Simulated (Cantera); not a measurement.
Charge: 1 mol SiH₂Cl₂, 33 mol NH₃, 39 mol N₂, at 1.33 mbar.

Method: chemical equilibrium by Gibbs-energy minimisation in Cantera with the NASA 1993 tables (ideal gas, pure condensed phases). Candidate condensed phases: NH₄Cl, Si, Si₃N₄; 28 gas species. Equilibrium is a limit: real reactors are often held back by kinetics, nucleation or transport.

Over these rows the condensed part is Si₃N₄(s). Partial pressures as log10 of bar:

| T (K) | 1000/T (1/K) | log p SiCl₂ | log p N₂ | log p H₂ | log p HCl |
|---|---|---|---|---|---|
| 1025 | 0.9756 | -10.51 | -3.16 | -3.21 | -4.60 |
| 1125 | 0.8889 | -9.31 | -3.16 | -3.21 | -4.60 |
| 1225 | 0.8163 | -8.31 | -3.16 | -3.21 | -4.60 |
| 1325 | 0.7547 | -7.47 | -3.16 | -3.21 | -4.60 |
| 1425 | 0.7018 | ? | -3.16 | -3.21 | -4.61 |
| 1525 | 0.6557 | -6.16 | -3.16 | -3.21 | -4.63 |

### Question
Fit log p(SiCl₂) = a + b·(1000/T) to the five rows, give the apparent enthalpy, and predict the row at 1425 K.

### Answer
Means: 1000/T = 0.8182, log p = -8.352. Sxy = -0.819687, Sxx = 0.0602154, so b = -13.61 and a = -8.352 − (-13.61)×0.8182 = 2.78.
Apparent enthalpy: −19.145 × (-13.61) = 261 kJ/mol. With the condensed phases at unit activity, 1/3 Si₃N₄(s) + 2 HCl(g) = SiCl₂(g) + 2/3 N₂(g) + H₂(g) links this pressure to the main gases: over the six rows their terms move log p by -0.06 in all, so the slope is close to that reaction's ΔH°. The five rows lie within 0.02 of the line.
Prediction at 1425 K: 2.78 + (-13.61)×0.7018 = -6.77. The computed value is -6.75, 0.02 from the line.
